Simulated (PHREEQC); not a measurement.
Dissolve 22 mmol/kgw Sr(OH)2 at 25 °C. Closed to the air; pH follows from the charge balance.

All values are PHREEQC results (ion-association model, phreeqc.dat), not measurements.

**Question.** The ionic strength comes out as 0.0622 mol/kgw. What activity coefficients do OH-, Sr+2, SrOH+ get?

**Answer.** OH- 0.80, Sr+2 0.45, SrOH+ 0.81.

Precipitation was switched off in this run.
